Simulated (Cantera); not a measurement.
An isothermal, constant-pressure homogeneous reactor starts with NO : N₂ = 1 : 18 (molar parts), at 2000 K and 1.00 bar. Integrator tolerance rtol = 1e-08.

Computed with Cantera and GRI-Mech 3.0 (53 species, 325 reactions).

### Question
What does this change do: NO 1 to 0.34 parts?

### Answer
| quantity | before | after |
|---|---|---|
| x(NO) at 20.0 s | 0.00303 (gas-phase equilibrium 0.00293) | 0.00203 (gas-phase equilibrium 0.00172) |
| x(O) at 20.0 s | 0.000106 (gas-phase equilibrium 0.000106) | 6.11e-5 (gas-phase equilibrium 6.16e-5) |
| x(N₂O) at 20.0 s | 1.83e-7 (gas-phase equilibrium 1.83e-7) | 1.08e-7 (gas-phase equilibrium 1.08e-7) |
| x(NO₂) at 20.0 s | 1.79e-6 (gas-phase equilibrium 1.74e-6) | 6.93e-7 (gas-phase equilibrium 5.92e-7) |
| x(N₂) at 20.0 s | 0.972 (gas-phase equilibrium 0.972) | 0.990 (gas-phase equilibrium 0.990) |
| x(O₂) at 20.0 s | 0.0247 (gas-phase equilibrium 0.0248) | 0.00822 (gas-phase equilibrium 0.00838) |

### Question
What does this change do: N2 18 to 2.3 parts?

### Answer
| quantity | before | after |
|---|---|---|
| x(NO) at 20.0 s | 0.00303 (gas-phase equilibrium 0.00293) | 0.00670 (gas-phase equilibrium 0.00669) |
| x(O) at 20.0 s | 0.000106 (gas-phase equilibrium 0.000106) | 0.000259 (gas-phase equilibrium 0.000259) |
| x(N₂O) at 20.0 s | 1.83e-7 (gas-phase equilibrium 1.83e-7) | 3.89e-7 (gas-phase equilibrium 3.89e-7) |
| x(NO₂) at 20.0 s | 1.79e-6 (gas-phase equilibrium 1.74e-6) | 9.68e-6 (gas-phase equilibrium 9.66e-6) |
| x(N₂) at 20.0 s | 0.972 (gas-phase equilibrium 0.972) | 0.845 (gas-phase equilibrium 0.845) |
| x(O₂) at 20.0 s | 0.0247 (gas-phase equilibrium 0.0248) | 0.148 (gas-phase equilibrium 0.148) |
